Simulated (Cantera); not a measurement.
Feed: 1 mol Si, 0.26 mol O2, 1.4 mol H2, 1.3 mol CO2, at 0.133 bar.

Equilibrium computed with Cantera from the NASA thermochemical tables; the gas is ideal and each condensed phase is pure. Candidate condensed phases: C, C6H6, C7H8, C8H18, H2O, Si, SiC, SiO2; 123 gas species. The tables hold silica as quartz up to 1696 K and as liquid above; real silica turns to tridymite and cristobalite and melts near 1996 K. Equilibrium is a limit: real reactors are often held back by kinetics, nucleation or transport. All values below are at 1177 °C.

Base state: H2 0.555, CO 0.444, CH4 0.000136, H2O 8.21e-5, CO2 2.76e-5, SiO 1.95e-5, H 1.93e-5 (mole fractions); condensed: C(graphite) + SiO2(β-quartz).

Problem. What changes in the equilibrium state with this change: CO2 from 1.3 to 0.026 mol?

Solution. 
| species | before | after |
|---|---|---|
| H2 | 0.555 | 0.998 |
| SiO | 1.95e-5 | 0.00151 |
| CO | 0.444 | 3.40e-5 |
| CO2 | 2.76e-5 | <1e-9 |
| CH4 | 0.000136 | 2.61e-6 |
| H2O | 8.21e-5 | 1.90e-6 |
| C(graphite), mol | 0.180 | 0 |
| SiO2(β-quartz), mol | 1.000 | 0.285 |
| Si(s), mol | 0 | 0.687 |
| SiC(s), mol | 0 | 0.0259 |
Mutual solubility and eutectic melting of coexisting phases are not modelled.
